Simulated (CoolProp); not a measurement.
Saturated liquid density (kg/m³) of oxygen: the reference equation beside estimates from Tc = -118.6 °C, pc = 5.046 MPa, ω = 0.022. Rackett uses Z = 0.29056 − 0.08775 ω.

Values from CoolProp's reference Helmholtz-energy equation of state, Schmidt 1985.

```csv
T (°C),reference,Rackett,Soave-Redlich-Kwong,Peng-Robinson
-202.25,1233,1235,1234,1388
-197.65,1212,1215,1214,1366
-193.15,1190,1194,1193,1344
-188.65,1169,1173,1171,1320
-184.05,1147,1151,1147,1294
-179.55,1124,1129,1122,1267
-175.05,1101,1105,1096,1238
-170.55,1077,1082,1068,1208
-165.95,1052,1056,1038,1174
-161.45,1026,1030,1006,1139
-156.95,998.2,1003,972.4,1102
-152.35,968.6,973.4,935.3,1060
-147.85,937.6,942.6,896.0,1015
-143.35,904.0,909.3,853.2,966.3
```

Absolute difference from the reference over all 14 rows, mean and median: Rackett 0.4 and 0.4 %, Soave-Redlich-Kwong 1.5 and 0.6 %, Peng-Robinson 11.3 and 12.3 %.
